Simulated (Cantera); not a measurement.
Charge: 1 mol SiC, 2.3 mol O₂, 1.5 mol H₂, held at 1525 K and 101000 Pa.

Method: chemical equilibrium by Gibbs-energy minimisation in Cantera with the NASA 1993 tables (ideal gas, pure condensed phases). Candidate condensed phases: C, C₆H₆, C₇H₈, C₈H₁₈, H₂O, Si, SiC, SiO₂; 123 gas species. The tables hold silica as quartz up to 1696 K and as liquid above; real silica turns to tridymite and cristobalite and melts near 1996 K. Gases not in the tables: Si(OH)₄. Kinetics and transport are ignored.

Base state: H₂O 0.439, CO₂ 0.201, CO 0.199, H₂ 0.161 (mole fractions); condensed: SiO₂(β-quartz).

Task: What changes in the equilibrium state with this change: O₂ from 2.3 to 0.027 mol?

Result: 
```csv
species,before,after
H₂,0.161,0.988
CO,0.199,0.0112
CH₄,6.39e-9,0.00110
H₂O,0.439,3.31e-5
CO₂,0.201,1.39e-7
SiO,1.26e-9,0.000103
H,9.43e-6,2.34e-5
"SiO₂(β-quartz), mol",1.00,0.0184
"SiC(s), mol",0,0.981
```
Mutual solubility and eutectic melting of coexisting phases are not modelled.
